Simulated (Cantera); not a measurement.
A closed system holds: 1 mol CH4, a varied amount of H2O, held at 1948 K and 11.0 Pa.

Method: chemical equilibrium by Gibbs-energy minimisation in Cantera with the NASA 1993 tables (ideal gas, pure condensed phases). Candidate condensed phases: C, C6H6, C7H8, C8H18, H2O; 110 gas species. The numbers say what is thermodynamically allowed, not how fast it happens.

At 0.029 mol H2O, list the 4 most abundant gas species with their mole fractions, and the condensed phases.

H2 0.885, H 0.101, CO 0.0134, C2H2 (acetylene) 0.000477. Condensed: C(graphite).
